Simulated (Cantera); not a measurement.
# Equilibrium for iron carbonyl, mercury and lead vapours: PbO + CO + N2

Feed: 1 mol PbO, 0.81 mol CO, 50 mol N2, at 1175 °C.

These are equilibrium values from Cantera (NASA tables, ideal gas, pure condensed phases), not measurements of a reactor. Candidate condensed phases: C, Pb, PbO, PbO2, Pb3O4; 27 gas species. Each liquid is taken as pure. Mutual solubility and eutectic melting of coexisting phases are not modelled. Gases not in the tables: (PbO)n polymers. Kinetics and transport are ignored.

From 10.0 Pa to 0.560 bar nothing is condensed. From 2.40 bar to 10.0 bar the condensed part is Pb(l) + PbO(l).

| P (Pa) | log p N2 | log p Pb | log p CO2 | log p PbO | n Pb(l) | n PbO(l) |
|---|---|---|---|---|---|---|
| 10 | -4.02 | -5.75 | -5.81 | -6.78 | 0 | 0 |
| 42 | -3.39 | -5.15 | -5.18 | -5.98 | 0 | 0 |
| 180 | -2.76 | -4.54 | -4.55 | -5.24 | 0 | 0 |
| 750 | -2.14 | -3.93 | -3.93 | -4.58 | 0 | 0 |
| 3200 | -1.51 | -3.30 | -3.30 | -3.93 | 0 | 0 |
| 13000 | -0.90 | -2.69 | -2.69 | -3.32 | 0 | 0 |
| 56000 | -0.27 | -2.06 | -2.06 | -2.68 | 0 | 0 |
| 240000 | 0.37 | -1.84 | -1.42 | -2.35 | 0.497 | 0.0969 |
| 1000000 | 0.99 | -1.84 | -0.80 | -2.35 | 0.734 | 0.169 |
log p: log10 of the partial pressure in bar; n: condensed amount in mol.
